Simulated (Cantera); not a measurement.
Gas mixture: CH₃OH = 0.62 (molar parts), at 10.0 bar, frozen composition.

Cantera's kinetic-theory transport with the Lennard-Jones parameters of GRI-Mech 3.0, ideal gas; thermal conductivity in the mixture-averaged form. Polar gases are described roughly by these parameters. The composition is frozen, though it would react at the higher temperatures.

One state of this run: ρ (kg/m³) = 3.21; cp (J/kg/K) = 3031; μ (µPa s) = 36.4; λ (mW/m/K) = 147; Pr = 0.752; D (cm²/s) H₂O = 0.231; D (cm²/s) OH = 0.285; D (cm²/s) CH₄ = 0.206. D: mixture-averaged diffusion coefficient of that species in the mixture.

Task: Which value of T (K) does it belong to?
A) 1600
B) 1200
C) 1000
D) 400

Result: B, 1200
